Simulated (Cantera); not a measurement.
Adiabatic ignition

An adiabatic, constant-pressure homogeneous reactor starts with H₂ : O₂ : N₂ = 1 : 1.11 : 4.18 (molar parts), equivalence ratio 0.45, at 1700 K and 750 Torr.

Model: the H2/O2 subset of GRI-Mech 3.0, which has no nitrogen chemistry, integrated in Cantera.

| t (s) | T (K) | x H₂ | x O₂ | x OH | x H₂O₂ | x H |
|---|---|---|---|---|---|---|
| 3.00e-6 | 1700 | 0.159 | 0.176 | 1.90e-5 | 8.01e-8 | 6.31e-5 |
| 1.14e-5 | 1833 | 0.0196 | 0.0957 | 0.0197 | 9.29e-7 | 0.0497 |
| 4.34e-5 | 2218 | 0.0149 | 0.0940 | 0.0261 | 2.96e-7 | 0.0214 |
| 0.000165 | 2541 | 0.00697 | 0.0967 | 0.0233 | 2.82e-7 | 0.00506 |
| 0.000628 | 2609 | 0.00489 | 0.0981 | 0.0206 | 4.25e-7 | 0.00281 |
| 0.00239 | 2609 | 0.00488 | 0.0981 | 0.0206 | 4.25e-7 | 0.00281 |
| 0.00909 | 2609 | 0.00488 | 0.0981 | 0.0206 | 4.25e-7 | 0.00281 |
| 0.0346 | 2609 | 0.00488 | 0.0981 | 0.0206 | 4.25e-7 | 0.00281 |
| 0.131 | 2609 | 0.00488 | 0.0981 | 0.0206 | 4.25e-7 | 0.00281 |
| 0.500 | 2609 | 0.00488 | 0.0981 | 0.0206 | 4.25e-7 | 0.00281 |
x: mole fraction; the columns are a selection and need not sum to one.

- time of steepest temperature rise: 8.48 µs
- temperature at 0.500 s: 2609 K
- equilibrium temperature: 2609 K
- x(H₂) at 0.500 s: 0.00488 (gas-phase equilibrium 0.00488)
- x(O₂) at 0.500 s: 0.0981 (gas-phase equilibrium 0.0981)
- x(OH) at 0.500 s: 0.0206 (gas-phase equilibrium 0.0206)
